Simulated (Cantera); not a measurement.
Thermodynamics of iron carbonyl, mercury and lead vapours, feed PbO + O₂ + H₂

Feed: 1 mol PbO, 0.012 mol O₂, 0.19 mol H₂, at 0.620 bar.

Cantera equilibrium calculation (NASA polynomials, part measured and part estimated; ideal gas, pure solids and liquids). Candidate condensed phases: H₂O, Pb, PbO, PbO₂, Pb₃O₄; 12 gas species. Equilibrium is a limit: real reactors are often held back by kinetics, nucleation or transport.

From 473 K to 573 K the condensed part is Pb(s) + PbO(red). From 623 K to 723 K the condensed part is Pb(l) + PbO(red). From 773 K to 973 K the condensed part is Pb(l) + PbO(yellow).

```json
[
 {"T (K)": "473", "x H₂O": "1.000", "x H₂": "4.42e-6", "x Pb": "<1e-12", "x PbO": "<1e-12", "n Pb(s)": "0.166", "n PbO(red)": "0.834", "n Pb(l)": "0", "n PbO(yellow)": "0"},
 {"T (K)": "523", "x H₂O": "1.000", "x H₂": "8.28e-6", "x Pb": "<1e-12", "x PbO": "<1e-12", "n Pb(s)": "0.166", "n PbO(red)": "0.834", "n Pb(l)": "0", "n PbO(yellow)": "0"},
 {"T (K)": "573", "x H₂O": "1.000", "x H₂": "1.42e-5", "x Pb": "1.34e-12", "x PbO": "<1e-12", "n Pb(s)": "0.166", "n PbO(red)": "0.834", "n Pb(l)": "0", "n PbO(yellow)": "0"},
 {"T (K)": "623", "x H₂O": "1.000", "x H₂": "2.18e-5", "x Pb": "3.35e-11", "x PbO": "<1e-12", "n Pb(s)": "0", "n PbO(red)": "0.834", "n Pb(l)": "0.166", "n PbO(yellow)": "0"},
 {"T (K)": "673", "x H₂O": "1.000", "x H₂": "3.07e-5", "x Pb": "4.94e-10", "x PbO": "<1e-12", "n Pb(s)": "0", "n PbO(red)": "0.834", "n Pb(l)": "0.166", "n PbO(yellow)": "0"},
 {"T (K)": "723", "x H₂O": "1.000", "x H₂": "4.17e-5", "x Pb": "4.99e-9", "x PbO": "1.25e-12", "n Pb(s)": "0", "n PbO(red)": "0.834", "n Pb(l)": "0.166", "n PbO(yellow)": "0"},
 {"T (K)": "773", "x H₂O": "1.000", "x H₂": "5.49e-5", "x Pb": "3.72e-8", "x PbO": "2.59e-11", "n Pb(s)": "0", "n PbO(red)": "0", "n Pb(l)": "0.166", "n PbO(yellow)": "0.834"},
 {"T (K)": "823", "x H₂O": "1.000", "x H₂": "7.06e-5", "x Pb": "2.17e-7", "x PbO": "3.66e-10", "n Pb(s)": "0", "n PbO(red)": "0", "n Pb(l)": "0.166", "n PbO(yellow)": "0.834"},
 {"T (K)": "873", "x H₂O": "1.000", "x H₂": "8.89e-5", "x Pb": "1.03e-6", "x PbO": "3.80e-9", "n Pb(s)": "0", "n PbO(red)": "0", "n Pb(l)": "0.166", "n PbO(yellow)": "0.834"},
 {"T (K)": "923", "x H₂O": "1.000", "x H₂": "0.000110", "x Pb": "4.09e-6", "x PbO": "3.04e-8", "n Pb(s)": "0", "n PbO(red)": "0", "n Pb(l)": "0.166", "n PbO(yellow)": "0.834"},
 {"T (K)": "973", "x H₂O": "1.000", "x H₂": "0.000133", "x Pb": "1.41e-5", "x PbO": "1.95e-7", "n Pb(s)": "0", "n PbO(red)": "0", "n Pb(l)": "0.166", "n PbO(yellow)": "0.834"}
]
```
x: gas mole fraction; n: condensed amount in mol.
